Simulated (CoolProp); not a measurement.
Vapour-liquid equilibrium of dimethyl carbonate (1) + n-heptane (2) at 1240 kPa; x and y are mole fractions of (1).

Computed with CoolProp (multi-fluid Helmholtz-energy mixture model, Zhou 2011 and Span 2003; pair parameters Bell 2016).

```
x     bubble temperature (K)  y at the bubble point  dew temperature at overall composition x (K)  liquid density (mol/L)
----  ----------------------  ---------------------  --------------------------------------------  ----------------------
0.05                       ?                      ?                                             ?                   4.876
0.2                    471.7                  0.318                                             ?                   5.326
0.35                   465.8                  0.462                                         470.3                   5.789
0.5                    462.8                  0.567                                         464.5                   6.315
0.65                   461.7                  0.658                                         461.7                       ?
0.8                    462.4                  0.762                                         463.0                   7.700
0.95                   466.1                  0.920                                         467.0                   8.590
```

Problem. Some entries are withheld; supply them.

Solution. 
- 0.05, bubble temperature (K): 482.3
- 0.05, y at the bubble point: 0.097
- 0.05, dew temperature at overall composition x (K): 484.7
- 0.2, dew temperature at overall composition x (K): 477.3
- 0.65, liquid density (mol/L): 6.942

y crosses x between x = 0.65 and 0.8: the model has an azeotrope there.

The pair parameters rest on a limited set of measurements; away from them the model extrapolates.
